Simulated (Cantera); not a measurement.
A perfectly stirred reactor is fed with CH4 : CO2 : H2 = 1 : 0.4 : 0.47 (molar parts), at 4.93 atm; it is held at 1275 K, and followed from long to short residence time.

Computed with Cantera and GRI-Mech 3.0 (53 species, 325 reactions). GRI-Mech 3.0 stops at C3 and has no aromatics, soot or wall deposition, so with more carbon than oxygen in the feed, carbon stays in small species such as C2H2 where larger ones or solid carbon would form.

Problem. What does this change do: temperature 1275 to 1300 K?

Solution. 
| quantity | before | after |
|---|---|---|
| x(CH4) at τ = 8.10 s | 0.505 | 0.482 |
| x(CO2) at τ = 8.10 s | 0.167 | 0.142 |
| x(H2) at τ = 8.10 s | 0.228 | 0.223 |
| x(H2O2) at τ = 8.10 s | <1e-12 | <1e-12 |
| x(H2O) at τ = 8.10 s | 0.0442 | 0.0664 |
| x(CH4) at τ = 39.0 ms | 0.535 | 0.534 |
| x(CO2) at τ = 39.0 ms | 0.214 | 0.214 |
| x(H2) at τ = 39.0 ms | 0.251 | 0.251 |
| x(H2O2) at τ = 39.0 ms | <1e-12 | <1e-12 |
| x(H2O) at τ = 39.0 ms | 0.000169 | 0.000316 |

Problem. What does this change do: temperature 1275 to 1773 K?

Solution. 
| quantity | before | after |
|---|---|---|
| x(CH4) at τ = 8.10 s | 0.505 | 0.0460 |
| x(CO2) at τ = 8.10 s | 0.167 | 0.000409 |
| x(H2) at τ = 8.10 s | 0.228 | 0.620 |
| x(H2O2) at τ = 8.10 s | <1e-12 | <1e-12 |
| x(H2O) at τ = 8.10 s | 0.0442 | 0.00331 |
| x(CH4) at τ = 39.0 ms | 0.535 | 0.0902 |
| x(CO2) at τ = 39.0 ms | 0.214 | 0.0193 |
| x(H2) at τ = 39.0 ms | 0.251 | 0.507 |
| x(H2O2) at τ = 39.0 ms | <1e-12 | <1e-12 |
| x(H2O) at τ = 39.0 ms | 0.000169 | 0.0969 |

Problem. What does this change do: temperature 1275 to 2075 K?

Solution. 
```csv
quantity,before,after
x(CH4) at τ = 8.10 s,0.505,0.00782
x(CO2) at τ = 8.10 s,0.167,9.63e-6
x(H2) at τ = 8.10 s,0.228,0.656
x(H2O2) at τ = 8.10 s,<1e-12,<1e-12
x(H2O) at τ = 8.10 s,0.0442,0.000101
x(CH4) at τ = 39.0 ms,0.535,0.0150
x(CO2) at τ = 39.0 ms,0.214,0.00155
x(H2) at τ = 39.0 ms,0.251,0.637
x(H2O2) at τ = 39.0 ms,<1e-12,<1e-12
x(H2O) at τ = 39.0 ms,0.000169,0.0154
```
